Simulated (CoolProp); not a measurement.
Decamethyltetrasiloxane (MD2M) at several states: fugacity coefficient from the reference equation and from simpler models built on Tc = 326.2 °C, pc = 1144 kPa, ω = 0.635; each cubic takes its own stable root.

Model: reference Helmholtz-energy equation of state, Thol 2017, in CoolProp.

```
T (°C)  p (kPa)   phase  reference  van der Waals  Redlich-Kwong  Peng-Robinson
------  -------  ------  ---------  -------------  -------------  -------------
207.55      620  liquid     0.2155         0.5974         0.4091         0.2139
-34.05      758  liquid   1.481e-7       0.009568       9.361e-5       4.241e-7
256.25     17.2     gas     0.9925         0.9940         0.9927         0.9912
250.55     11.6     gas     0.9947         0.9958         0.9949         0.9938
286.35      142     gas     0.9490         0.9566         0.9489         0.9403
96.25       181  liquid    0.02187         0.5898         0.1685        0.02407
```
